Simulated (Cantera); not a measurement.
An isothermal, constant-pressure homogeneous reactor starts with CO : O2 : H2O : N2 = 0.0017 : 0.0028 : 0.0012 : 1 (molar parts), equivalence ratio 0.30, at 1500 K and 1050 Torr. Integrator tolerance rtol = 1e-08.

Computed with Cantera and GRI-Mech 3.0 (53 species, 325 reactions).

**Question.** What does this change do: temperature 1500 to 1200 K?

**Answer.** 
| quantity | before | after |
|---|---|---|
| x(CO) at 9.00 s | 1.60e-7 (gas-phase equilibrium 1.63e-7) | 2.50e-9 (gas-phase equilibrium 5.72e-10) |
| x(O2) at 9.00 s | 0.00194 (gas-phase equilibrium 0.00187) | 0.00194 (gas-phase equilibrium 0.00193) |
| x(H2O) at 9.00 s | 0.00119 (gas-phase equilibrium 0.00119) | 0.00119 (gas-phase equilibrium 0.00119) |
| x(NO) at 9.00 s | 1.25e-6 (gas-phase equilibrium 0.000131) | 7.99e-8 (gas-phase equilibrium 2.12e-5) |
| x(H2O2) at 9.00 s | 1.29e-11 (gas-phase equilibrium 1.27e-11) | 5.40e-12 (gas-phase equilibrium 1.49e-12) |
| x(H) at 9.00 s | 3.13e-9 (gas-phase equilibrium 3.15e-9) | 1.81e-11 (gas-phase equilibrium 2.88e-12) |
| x(HO2) at 9.00 s | 6.87e-10 (gas-phase equilibrium 6.70e-10) | 1.99e-10 (gas-phase equilibrium 4.73e-11) |

**Question.** What does this change do: temperature 1500 to 1425 K?

**Answer.** 
```
quantity                                              before                                      after
-----------------  -----------------------------------------  -----------------------------------------
x(CO) at 9.00 s      1.60e-7 (gas-phase equilibrium 1.63e-7)    4.89e-8 (gas-phase equilibrium 4.95e-8)
x(O2) at 9.00 s      0.00194 (gas-phase equilibrium 0.00187)    0.00194 (gas-phase equilibrium 0.00190)
x(H2O) at 9.00 s     0.00119 (gas-phase equilibrium 0.00119)    0.00119 (gas-phase equilibrium 0.00119)
x(NO) at 9.00 s     1.25e-6 (gas-phase equilibrium 0.000131)    6.90e-7 (gas-phase equilibrium 8.92e-5)
x(H2O2) at 9.00 s  1.29e-11 (gas-phase equilibrium 1.27e-11)  8.19e-12 (gas-phase equilibrium 8.09e-12)
x(H) at 9.00 s       3.13e-9 (gas-phase equilibrium 3.15e-9)  7.15e-10 (gas-phase equilibrium 7.19e-10)
x(HO2) at 9.00 s   6.87e-10 (gas-phase equilibrium 6.70e-10)  3.91e-10 (gas-phase equilibrium 3.85e-10)
```
